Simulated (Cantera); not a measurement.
A Cantera script and its output.

```python
import numpy as np
import cantera as ct

gas = ct.Solution("gri30.yaml")
gas.TPX = 1950, 1000, {'NO': 1, 'N2': 1}
reactor = ct.IdealGasConstPressureReactor(gas, energy="off", clone=False)
net = ct.ReactorNet([reactor])
net.rtol, net.atol = 1e-08, 1e-18
show = ['NO', 'O', 'N2O', 'NO2', 'N2', 'O2']
times = np.geomspace(0.0002, 3, 11)

steps = ct.SolutionArray(gas, extra=["t"])
rows = []
print(f"{'t/s':>10s}{'T/K':>9s}{'P/Pa':>11s}" + "".join(f"{s:>11s}" for s in show))
for t in times:
    while net.time < t:
        t_next = net.step()
        steps.append(gas.state, t=t_next)
    rows.append([np.interp(t, steps.t, y) for y in (steps.T, steps.P, *steps(*show).X.T)])
    print(f"{t:10.3e}{rows[-1][0]:9.1f}{rows[-1][1]:11.4g}" + "".join(f"{x:11.3e}" for x in rows[-1][2:]))
rate = np.gradient(steps.T, steps.t)
print("integrator steps:", len(steps.t))
if steps.T.max() > steps.T[0] + 200:
    print(f"time of steepest temperature rise: {steps.t[rate.argmax()]:.4e} s")
gas.TPX = 1950, 1000, {'NO': 1, 'N2': 1}
gas.equilibrate("TP")
print(f"equilibrium (TP): T = {gas.T:.1f} K  " + "  ".join(f"{s} {gas[s].X[0]:.3e}" for s in show))
```

Output:

```
       t/s      T/K       P/Pa         NO          O        N2O        NO2         N2         O2
 2.000e-04   1950.0       1000  5.000e-01  4.008e-07  3.995e-07  1.846e-10  5.000e-01  2.371e-10
 5.232e-04   1950.0       1000  5.000e-01  1.051e-06  1.042e-06  1.250e-09  5.000e-01  1.624e-09
 1.369e-03   1950.0       1000  5.000e-01  2.763e-06  2.706e-06  8.354e-09  5.000e-01  1.118e-08
 3.580e-03   1950.0       1000  5.000e-01  7.331e-06  6.941e-06  5.359e-08  5.000e-01  7.748e-08
 9.364e-03   1950.0       1000  5.000e-01  1.987e-05  1.726e-05  3.126e-07  5.000e-01  5.492e-07
 2.449e-02   1950.0       1000  4.999e-01  5.627e-05  3.963e-05  1.482e-06  5.000e-01  4.143e-06
 6.407e-02   1950.0       1000  4.997e-01  1.635e-04  7.461e-05  4.797e-06  5.001e-01  3.482e-05
 1.676e-01   1950.0       1000  4.989e-01  3.909e-04  9.321e-05  9.126e-06  5.004e-01  2.799e-04
 4.384e-01   1950.0       1000  4.962e-01  5.689e-04  8.548e-05  1.192e-05  5.016e-01  1.483e-03
 1.147e+00   1950.0       1000  4.887e-01  6.499e-04  7.984e-05  1.540e-05  5.053e-01  5.186e-03
 3.000e+00   1950.0       1000  4.676e-01  8.055e-04  6.868e-05  2.257e-05  5.159e-01  1.566e-02
integrator steps: 449
equilibrium (TP): T = 1950.0 K  NO 7.018e-03  O 2.248e-03  N2O 3.855e-08  NO2 1.423e-06  N2 7.456e-01  O2 2.451e-01
```

Cantera simulation using GRI-Mech 3.0 (53 species, 325 reactions); the numbers are that mechanism's predictions, not measurements. Radical loss at walls, strong at low pressure, is not modelled.
